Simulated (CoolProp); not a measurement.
Saturation properties of n-decane.

Values from CoolProp's reference Helmholtz-energy equation of state, Lemmon 2006. It is a short technical equation, of lower accuracy than the large ones.

```tsv
T (K)	p (MPa)	liquid density (kg/m³)	enthalpy of vaporisation (kJ/kg)	vapour Z	liquid viscosity (µPa s)	liquid conductivity (mW/(m K))
433.2	0.06985	616.6	285.3	0.9509	224	97.8
439.2	0.08215	611.2	281.5	0.9450	215	___
445.1	0.09585	605.9	277.8	0.9387	206	95.4
451	0.1113	600.4	274.0	0.9320	197	94.2
457	0.1289	594.8	270.0	0.9246	189	93.1
462.9	0.1484	589.2	266.0	0.9169	181	91.9
468.9	0.1704	583.4	261.8	0.9085	174	90.8
474.8	0.1944	___	257.7	0.8996	167	89.7
480.8	0.2214	571.5	253.3	0.8901	160	88.7
486.7	0.2508	565.4	248.9	0.8801	154	87.6
492.7	___	559.1	244.2	0.8693	148	86.6
498.6	0.3190	552.8	239.5	0.8581	___	85.6
504.6	0.3584	546.1	234.6	0.8460	136	84.6
510.5	0.4007	___	229.6	0.8333	130	___
```

Some entries are withheld; supply them.


- 439.2, liquid conductivity (mW/(m K)): 96.5
- 474.8, liquid density (kg/m³): 577.6
- 492.7, p (MPa): 0.2836
- 498.6, liquid viscosity (µPa s): 142
- 510.5, liquid density (kg/m³): 539.4
- 510.5, liquid conductivity (mW/(m K)): 83.6

It boils at 447.3 K under 1 atm.

Viscosity comes from a separate model (Huber 2004). Thermal conductivity comes from a separate model (Huber 2005).
